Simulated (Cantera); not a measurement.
A perfectly stirred reactor is fed with H2 : O2 : N2 = 1 : 0.51 : 1.92 (molar parts), equivalence ratio 0.98, at 0.987 atm; it is adiabatic with a 525 K inlet, and is followed from long to short residence time, starting on the burning branch (τ in s: 0.11, 0.049, 0.022, 0.0099, 0.0044, 0.002, 0.00088, 0.0004, 0.00018, 7.9e-05, 3.6e-05, 1.6e-05).

Cantera simulation using the H2/O2 subset of GRI-Mech 3.0, which has no nitrogen chemistry; the numbers are that mechanism's predictions, not measurements.

Task: What does this change do: inlet temperature 525 to 325 K?

Result: 
| quantity | before | after |
|---|---|---|
| blow-out, bracketed by the residence times tried | burning at 16.0 µs, the shortest tried | burning at 16.0 µs, the shortest tried |
| x(H2) at τ = 0.110 s | 0.0182 | 0.0130 |
| x(O2) at τ = 0.110 s | 0.00971 | 0.00793 |
| x(H2O) at τ = 0.110 s | 0.311 | 0.320 |
| x(H2O2) at τ = 0.110 s | 2.09e-7 | 1.57e-7 |
| x(H) at τ = 0.110 s | 0.00330 | 0.00184 |
| x(H2) at τ = 0.880 ms | 0.0340 | 0.0316 |
| x(O2) at τ = 0.880 ms | 0.0171 | 0.0166 |
| x(H2O) at τ = 0.880 ms | 0.281 | 0.286 |
| x(H2O2) at τ = 0.880 ms | 2.82e-7 | 3.34e-7 |
| x(H) at τ = 0.880 ms | 0.0135 | 0.0125 |
